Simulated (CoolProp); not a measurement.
Model: reference Helmholtz-energy equation of state, Leachman 2009, in CoolProp.

Problem. For normal hydrogen, give the phase and the Joule-Thomson coefficient (K/MPa) at 961.1 K and 0.154 MPa; 764.2 K and 0.237 MPa.

Solution. 
- 961.1 K and 0.154 MPa: gas; Joule-Thomson coefficient -0.590
- 764.2 K and 0.237 MPa: gas; Joule-Thomson coefficient -0.581
